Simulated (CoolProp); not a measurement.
Saturated liquid density (kg/m³) of trans-2-butene: the reference equation beside estimates from Tc = 155.5 °C, pc = 4.019 MPa, ω = 0.210. Rackett uses Z = 0.29056 − 0.08775 ω.

Computed with CoolProp (reference Helmholtz-energy equation of state, Lemmon 2005). It is a short technical equation, of lower accuracy than the large ones.

| T (°C) | reference | Rackett | van der Waals | Soave-Redlich-Kwong |
|---|---|---|---|---|
| 26.55 | 596.7 | 585.4 | 361.4 | 540.8 |
| 29.15 | 593.5 | 582.3 | 359.5 | 537.6 |
| 31.85 | 590.2 | 579.0 | 357.5 | 534.2 |
| 34.45 | 587.0 | 575.8 | 355.5 | 530.8 |
| 37.15 | 583.7 | 572.5 | 353.5 | 527.3 |
| 39.85 | 580.3 | 569.1 | 351.4 | 523.7 |
| 42.45 | ? | 565.8 | 349.3 | 520.2 |
| 45.15 | 573.5 | 562.4 | 347.2 | ? |
| 47.75 | 570.1 | 559.0 | 345.1 | 512.8 |
| 50.45 | 566.6 | 555.5 | 342.9 | ? |
| 53.15 | 563.0 | 551.9 | 340.6 | 505.0 |
| 55.75 | 559.5 | 548.4 | 338.4 | 501.2 |
| 58.45 | 555.8 | 544.7 | 336.1 | 497.1 |
| 61.05 | 552.2 | 541.2 | ? | ? |
| 63.75 | 548.4 | 537.4 | 331.5 | 488.9 |

**Question.** What belongs in the gaps?

**Answer.** 
- 42.45, reference: 577.0
- 45.15, Soave-Redlich-Kwong: 516.4
- 50.45, Soave-Redlich-Kwong: 508.9
- 61.05, van der Waals: 333.9
- 61.05, Soave-Redlich-Kwong: 493.1

Absolute difference from the reference over all 15 rows, mean and median: Rackett 1.9 and 1.9 %, van der Waals 39.5 and 39.5 %, Soave-Redlich-Kwong 10.0 and 10.0 %.
